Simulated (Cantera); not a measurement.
# Equilibrium for carbon deposition, reforming and gasification: C₂H₄ + H₂O + H₂ + NH₃

Input: 1 mol C₂H₄, 2 mol H₂O, 2 mol H₂, 0.003 mol NH₃, at 53.0 bar.

Method: chemical equilibrium by Gibbs-energy minimisation in Cantera with the NASA 1993 tables (ideal gas, pure condensed phases). Candidate condensed phases: C, C₆H₆, C₇H₈, C₈H₁₈, H₂O; 136 gas species. The ideal-gas law is rough above about 30 bar. Equilibrium is a limit: real reactors are often held back by kinetics, nucleation or transport.

```json
[
 {"T (K)": "773", "x H₂": "0.0914", "x CH₄": "0.454", "x H₂O": "0.432", "x CO": "0.000906", "x CO₂": "0.0219", "x H": "<1e-12", "x N₂": "0.000307"},
 {"T (K)": "923", "x H₂": "0.214", "x CH₄": "0.386", "x H₂O": "0.343", "x CO": "0.0133", "x CO₂": "0.0434", "x H": "1.56e-11", "x N₂": "0.000287"},
 {"T (K)": "1073", "x H₂": "0.382", "x CH₄": "0.275", "x H₂O": "0.231", "x CO": "0.0678", "x CO₂": "0.0444", "x H": "1.19e-9", "x N₂": "0.000253"},
 {"T (K)": "1223", "x H₂": "0.549", "x CH₄": "0.150", "x H₂O": "0.126", "x CO": "0.151", "x CO₂": "0.0237", "x H": "3.06e-8", "x N₂": "0.000216"},
 {"T (K)": "1373", "x H₂": "0.658", "x CH₄": "0.0671", "x H₂O": "0.0583", "x CO": "0.207", "x CO₂": "0.00891", "x H": "3.71e-7", "x N₂": "0.000193"},
 {"T (K)": "1523", "x H₂": "0.709", "x CH₄": "0.0295", "x H₂O": "0.0264", "x CO": "0.232", "x CO₂": "0.00321", "x H": "2.67e-6", "x N₂": "0.000183"},
 {"T (K)": "1673", "x H₂": "0.730", "x CH₄": "0.0140", "x H₂O": "0.0128", "x CO": "0.241", "x CO₂": "0.00128", "x H": "1.34e-5", "x N₂": "0.000177"},
 {"T (K)": "1823", "x H₂": "0.739", "x CH₄": "0.00736", "x H₂O": "0.00689", "x CO": "0.245", "x CO₂": "0.000584", "x H": "5.12e-5", "x N₂": "0.000170"},
 {"T (K)": "1973", "x H₂": "0.744", "x CH₄": "0.00419", "x H₂O": "0.00407", "x CO": "0.247", "x CO₂": "0.000302", "x H": "0.000160", "x N₂": "0.000161"},
 {"T (K)": "2123", "x H₂": "0.746", "x CH₄": "0.00252", "x H₂O": "0.00265", "x CO": "0.248", "x CO₂": "0.000176", "x H": "0.000426", "x N₂": "0.000149"},
 {"T (K)": "2273", "x H₂": "0.747", "x CH₄": "0.00156", "x H₂O": "0.00191", "x CO": "0.248", "x CO₂": "0.000115", "x H": "0.000997", "x N₂": "0.000137"},
 {"T (K)": "2423", "x H₂": "0.746", "x CH₄": "0.000973", "x H₂O": "0.00151", "x CO": "0.249", "x CO₂": "8.40e-5", "x H": "0.00210", "x N₂": "0.000125"},
 {"T (K)": "2573", "x H₂": "0.745", "x CH₄": "0.000613", "x H₂O": "0.00128", "x CO": "0.248", "x CO₂": "6.69e-5", "x H": "0.00407", "x N₂": "0.000116"}
]
```
x: gas mole fraction; nothing condenses.

From 773 K to 2573 K nothing is condensed. The main C-bearing gas is CH₄ at 773 K and CO at 2573 K.
